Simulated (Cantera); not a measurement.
What does this Cantera script print?

```python
import numpy as np
import cantera as ct

gas_names = """
    Fe FeO Fe(OH)2 H HO2 H2 H2O H2O2 H2S H2SO4 O OH O2 O3 S SH SO SO2 SO3 S2 S2O S8
""".split()
cond_names = """
    Fe(a) Fe(c) Fe(d) Fe(L) FeO(s) FeO(L) Fe(OH)2(s) Fe(OH)3(s) FeS(a) FeS(b) FeS(c) FeS(L) FeSO4(s)
    FeS2(s) Fe2O3(s) Fe2S3O12(s) Fe3O4(s) H2O(s) H2O(L) H2SO4(L) S(cr1) S(cr2) S(L)
""".split()


# ... load() reads the species with a 1 bar reference pressure and builds the phases ...
atoms = {
    'FeS': {'Fe': 1, 'S': 1},
    'SO2': {'S': 1, 'O': 2},
    'H2O': {'H': 2, 'O': 1},
}
top_T = {'FeSO4(s)': 950, 'FeS2(s)': 1010, 'Fe2O3(s)': 1830, 'Fe2S3O12(s)': 1100, 'Fe3O4(s)': 1870}  # K; cautious upper limits of use, not melting points


# ... equilibrate(T, P, feed) seeds the gas with the atoms and calls Mixture.equilibrate('TP', solver="vcs", rtol=1e-11, max_steps=5000) ...
results = []
feed = {'FeS': 1, 'SO2': 0.55, 'H2O': 0.095}  # mol
P = 13332.2  # Pa
for T in [998, 1048, 1098, 1148, 1198, 1248, 1298, 1348, 1398, 1448, 1498]:
    mix = equilibrate(T, P, feed)
    results.append((T, P, feed, dict(zip(mix.species_names, mix.species_moles))))
    x = sorted(zip(gas.X, gas.species_names), reverse=True)
    print(f"T = {T:g} K  P = {P:g} Pa  gas = {mix.phase_moles(0):.4g} mol")
    print("   x: " + "  ".join(f"{s} {v:.3e}" for v, s in x if v > 0.0001))
    print("   condensed (mol): " + ("  ".join(f"{mix.phase(i).name} {mix.phase_moles(i):.4g}"
          for i in range(1, mix.n_phases) if mix.phase_moles(i) > 1e-12) or "none"))
```

It prints:

```
T = 998 K  P = 13332.2 Pa  gas = 0.6488 mol
   x: SO2 8.202e-01  H2O 1.432e-01  S2 3.100e-02  H2S 2.897e-03  S2O 2.358e-03  H2 3.246e-04
   condensed (mol): FeS(c) 0.9727  Fe3O4(s) 0.009092
T = 1048 K  P = 13332.2 Pa  gas = 0.6498 mol
   x: SO2 8.124e-01  H2O 1.427e-01  S2 3.864e-02  H2S 3.000e-03  S2O 2.707e-03  H2 5.051e-04
   condensed (mol): FeS(c) 0.9664  Fe3O4(s) 0.01119
T = 1098 K  P = 13332.2 Pa  gas = 0.6509 mol
   x: SO2 8.037e-01  H2O 1.421e-01  S2 4.715e-02  H2S 3.097e-03  S2O 3.064e-03  H2 7.560e-04  SO 1.681e-04
   condensed (mol): FeS(c) 0.9594  Fe3O4(s) 0.01354
T = 1148 K  P = 13332.2 Pa  gas = 0.6522 mol
   x: SO2 7.941e-01  H2O 1.414e-01  S2 5.646e-02  S2O 3.424e-03  H2S 3.188e-03  H2 1.094e-03  SO 3.122e-04
   condensed (mol): FeS(c) 0.9516  Fe3O4(s) 0.01612
T = 1198 K  P = 13332.2 Pa  gas = 0.6536 mol
   x: SO2 7.838e-01  H2O 1.405e-01  S2 6.648e-02  S2O 3.782e-03  H2S 3.271e-03  H2 1.535e-03  SO 5.497e-04
   condensed (mol): FeS(c) 0.9433  Fe3O4(s) 0.01891
T = 1248 K  P = 13332.2 Pa  gas = 0.6552 mol
   x: SO2 7.728e-01  H2O 1.395e-01  S2 7.711e-02  S2O 4.133e-03  H2S 3.345e-03  H2 2.096e-03  SO 9.233e-04
   condensed (mol): FeS(c) 0.9343  Fe3O4(s) 0.02189
T = 1298 K  P = 13332.2 Pa  gas = 0.6569 mol
   x: SO2 7.612e-01  H2O 1.384e-01  S2 8.819e-02  S2O 4.473e-03  H2S 3.408e-03  H2 2.794e-03  SO 1.487e-03  SH 1.006e-04
   condensed (mol): FeS(c) 0.9249  Fe3O4(s) 0.02503
T = 1348 K  P = 13332.2 Pa  gas = 0.6588 mol
   x: SO2 7.490e-01  H2O 1.370e-01  S2 9.960e-02  S2O 4.797e-03  H2 3.643e-03  H2S 3.460e-03  SO 2.309e-03  SH 1.577e-04
   condensed (mol): FeS(c) 0.9151  Fe3O4(s) 0.0283
T = 1398 K  P = 13332.2 Pa  gas = 0.6759 mol
   x: SO2 7.215e-01  H2O 1.318e-01  S2 1.286e-01  S2O 5.634e-03  H2 4.745e-03  H2S 3.836e-03  SO 3.558e-03  SH 2.592e-04
   condensed (mol): FeO(s) 0.1243  FeS(c) 0.8757
T = 1448 K  P = 13332.2 Pa  gas = 0.6847 mol
   x: SO2 6.873e-01  S2 1.620e-01  H2O 1.281e-01  S2O 6.464e-03  H2 6.149e-03  SO 5.275e-03  H2S 4.263e-03  SH 4.129e-04
   condensed (mol): FeO(s) 0.1581  FeS(c) 0.8419
T = 1498 K  P = 13332.2 Pa  gas = 0.6916 mol
   x: SO2 6.617e-01  S2 1.861e-01  H2O 1.250e-01  H2 7.671e-03  SO 7.501e-03  S2O 6.962e-03  H2S 4.433e-03  SH 6.073e-04
   condensed (mol): FeO(s) 0.1834  FeS(L) 0.8166
```

Cantera equilibrium calculation (NASA polynomials, part measured and part estimated; ideal gas, pure solids and liquids). Metal and sulfide melt together well below either melting point, which pure phases cannot show. Mutual solubility and eutectic melting of coexisting phases are not modelled. The tables' stoichiometric FeO is somewhat more stable than real wüstite, so its field is too wide. FeO, FeS: taken at fixed stoichiometry. Gases not in the tables: S3 to S7.
